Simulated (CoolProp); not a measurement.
A simple Rankine cycle with R245ca: condensing at 293.15 K, boiler at 1.73 MPa, turbine inlet 449 K, turbine efficiency 0.7, pump efficiency 0.7, no recuperator. Each further row changes one setting.

Model: reference Helmholtz-energy equation of state, Zhou 2016, in CoolProp.

| case | thermal efficiency (%) | net work (kJ/kg) | heat in (kJ/kg) | turbine exit temperature (K) | volume ratio over the turbine |
|---|---|---|---|---|---|
| as stated | 13.8 | 48.5 | 351 | 389.3 | 21.7 |
| condensing temperature 285.15 K | 14.9 | 53.8 | 362 | 384.1 | 30.0 |
| boiler pressure 1.21 MPa | 12.5 | 44.8 | 357 | 398.8 | 14.6 |
| turbine efficiency 0.6 | 11.8 | 41.4 | 351 | 395.9 | 22.1 |
